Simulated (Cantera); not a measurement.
# Equilibrium for thermal oxidation and active oxidation of silicon: Si + N2O + N2

Charge: 1 mol Si, 1.6 mol N2O, 240 mol N2, equilibrated at 1025 K and 0.800 bar.

Cantera equilibrium calculation (NASA polynomials, part measured and part estimated; ideal gas, pure solids and liquids). Candidate condensed phases: Si, SiO2, Si2N2O, Si3N4; 16 gas species. Mutual solubility and eutectic melting of coexisting phases are not modelled. Rates play no part.

```
Property                              Value
--------------------------------  ---------
x(N2)                                  1.00
n(SiO2(β-quartz))                 0.733 mol
n(Si2N2O(s))                      0.133 mol
gas amount                        241.5 mol
log10 activity of Si(s) (absent)      -9.89
```
